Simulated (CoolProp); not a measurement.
Vapour-liquid equilibrium of propane (1) + isobutene (2) at 186 kPa; x and y are mole fractions of (1).

Computed with CoolProp (multi-fluid Helmholtz-energy mixture model, Lemmon 2009 and Lemmon 2005; pair parameters Bell 2016).

Give the bubble temperature and the first vapour's composition at x = 0.05, 0.2, 0.65. Is there an azeotrope?

x = 0.05: 278.2 K, y = 0.179; x = 0.2: 268.9 K, y = 0.491; x = 0.65: 253.9 K, y = 0.862. No azeotrope shows between x = 0.05 and 0.95.

The pair parameters rest on a limited set of measurements; away from them the model extrapolates.
